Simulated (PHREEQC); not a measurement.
Solution (25 °C): 0.0036 mol/kgw ZnCl2 and 0.062 mol/kgw KCl. Closed to the air; pH follows from the charge balance.

Equilibrium calculation in PHREEQC: ion-association model, phreeqc.dat.

| quantity | before | after |
|---|---|---|
| pH | 5.72 | 5.75 |
| Zn+2 (mol/kgw) | 0.00333 | 0.00349 |
| ZnCl+ (mol/kgw) | 0.000256 | 0.000103 |
| ZnCl2 (mol/kgw) | 1.14e-5 | 1.56e-6 |
| ZnOHCl (mol/kgw) | 1.28e-6 | 6.08e-7 |
| ZnOH+ (mol/kgw) | 9.90e-7 | 1.40e-6 |
| SI of Sylvite (KCl) | -3.48 | -4.65 |

Question: Which change was made?
(A) ZnCl2 from 0.0036 to 0.036 mol/kgw
(B) temperature from 25 to 55 °C
(C) KCl from 0.062 to 0.0124 mol/kgw
(D) 0.0053 mol/kgw CO2 added

Answer: C, KCl from 0.062 to 0.0124 mol/kgw

Precipitation was switched off in this run.
